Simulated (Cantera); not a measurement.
A freely propagating, adiabatic, planar premixed flame of H₂ : O₂ : N₂ : H₂O = 1 : 0.658 : 2.47 : 0.36 (molar parts), equivalence ratio 0.76, unburnt at 450 K and 0.690 bar; mixture-averaged transport, grid criteria slope 0.08 and curve 0.16, no radiation.

Detailed kinetics in Cantera: the H2/O2 subset of GRI-Mech 3.0, which has no nitrogen chemistry. Burning velocities carry a grid error of a few per cent, more on coarse grids.

How do the results move with these cheaper or finer settings: unity-Lewis-number transport; multicomponent transport; multicomponent+Soret transport; grid criteria slope 0.5, curve 1; grid criteria slope 0.25, curve 0.5; grid criteria slope 0.03, curve 0.06?


```json
[
 {"setting": "as above", "laminar burning velocity": "257 cm/s", "thermal thickness": "0.586 mm", "peak x(OH)": "0.0114", "peak x(H)": "0.0218", "grid points": "112"},
 {"setting": "unity-Lewis-number transport", "laminar burning velocity": "207 cm/s", "thermal thickness": "0.467 mm", "peak x(OH)": "0.0122", "peak x(H)": "0.0306", "grid points": "104"},
 {"setting": "multicomponent transport", "laminar burning velocity": "255 cm/s", "thermal thickness": "0.583 mm", "peak x(OH)": "0.0115", "peak x(H)": "0.0218", "grid points": "113"},
 {"setting": "multicomponent+Soret transport", "laminar burning velocity": "234 cm/s", "thermal thickness": "0.578 mm", "peak x(OH)": "0.0112", "peak x(H)": "0.0202", "grid points": "113"},
 {"setting": "grid criteria slope 0.5, curve 1", "laminar burning velocity": "332 cm/s", "thermal thickness": "0.785 mm", "peak x(OH)": "0.0116", "peak x(H)": "0.0247", "grid points": "36"},
 {"setting": "grid criteria slope 0.25, curve 0.5", "laminar burning velocity": "274 cm/s", "thermal thickness": "0.627 mm", "peak x(OH)": "0.0114", "peak x(H)": "0.0225", "grid points": "49"},
 {"setting": "grid criteria slope 0.03, curve 0.06", "laminar burning velocity": "254 cm/s", "thermal thickness": "0.577 mm", "peak x(OH)": "0.0115", "peak x(H)": "0.0217", "grid points": "251"}
]
```
Unity Lewis numbers drop preferential diffusion, which matters most where H2 and H carry the flame; Soret adds thermal diffusion.
